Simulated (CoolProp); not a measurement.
c-C4F8 (RC318) along the isobar 1.78 MPa: Z from the reference equation and from simpler models built on Tc = 115.2 °C, pc = 2.778 MPa, ω = 0.355; each cubic takes its own stable root.

The numbers come from the reference Helmholtz-energy equation of state, Platzer 1990 in CoolProp. This equation is an older, rougher fit; its heat capacities, sound speeds and derivatives of the liquid may be far off and weren't checked against measurements.

```csv
T (°C),phase,reference
12.25,liquid,0.09636
26.75,liquid,0.09509
41.35,liquid,0.09449
55.85,liquid,0.09470
70.35,liquid,0.09608
84.95,liquid,0.09965
99.45,gas,0.6633
114.05,gas,0.7315
128.55,gas,0.7772
143.05,gas,0.8115
157.65,gas,0.8386
172.15,gas,0.8605
186.75,gas,0.8788
201.25,gas,0.8941
215.75,gas,0.9073
```

How far does each simpler model (Soave-Redlich-Kwong, Peng-Robinson) lie from the reference over these 15 states: mean and median of the absolute difference, and the worst?


- Soave-Redlich-Kwong: mean 3.8 %, median 0.5 %, worst +14.7 % at 84.95 °C and 1.78 MPa
- Peng-Robinson: mean 3.0 %, median 2.6 %, worst -6.3 % at 12.25 °C and 1.78 MPa
